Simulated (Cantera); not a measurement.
Mixture: 9.51 % CH3OH, 19.0 % O2, 71.5 % N2, at 10.0 bar, adiabatic and at constant volume. Ignition delay is the time to a rise of 400 K.

Computed with Cantera and GRI-Mech 3.0 (53 species, 325 reactions). GRI-Mech 3.0 was tuned for natural gas; its chemistry of methanol as a main component is partial and can be far from experiment.

Problem. Predict: delay at 1175 K; delay at 1250 K; delay at 1325 K; delay at 1400 K; delay at 1475 K; apparent activation energy between 1325 and 1475 K.

Solution. 
* **delay at 1175 K**: 2.38 ms
* **delay at 1250 K**: 0.689 ms
* **delay at 1325 K**: 0.233 ms
* **delay at 1400 K**: 90.4 µs
* **delay at 1475 K**: 39.6 µs
* **apparent activation energy between 1325 and 1475 K**: 190 kJ/mol
